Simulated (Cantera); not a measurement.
Cantera with NASA thermochemical tables; ideal gases at 1 bar, condensed phases pure. Values are per mole of reaction as written; species without (g) are pure solids or liquids, kept so even where they would boil at 1 bar.

PbS(g) ⇌ S + Pb(g)

```csv
T (K),ΔH° (kJ),ΔS° (J/K),ΔG° (kJ),log10 K
550,70.1,-28.0,85.5,-8.12
575,___,___,___,___
600,71.2,-26.2,86.9,-7.56
625,___,___,___,___
650,___,___,___,___
675,___,___,___,___
700,72.8,-23.6,89.3,-6.67
```

Problem. Some entries are withheld; supply them.

Solution. 
- 575, ΔH° (kJ): 70.7
- 575, ΔS° (J/K): -27.0
- 575, ΔG° (kJ): 86.2
- 575, log10 K: -7.83
- 625, ΔH° (kJ): 71.6
- 625, ΔS° (J/K): -25.4
- 625, ΔG° (kJ): 87.5
- 625, log10 K: -7.31
- 650, ΔH° (kJ): 72.1
- 650, ΔS° (J/K): -24.7
- 650, ΔG° (kJ): 88.1
- 650, log10 K: -7.08
- 675, ΔH° (kJ): 72.5
- 675, ΔS° (J/K): -24.1
- 675, ΔG° (kJ): 88.7
- 675, log10 K: -6.87
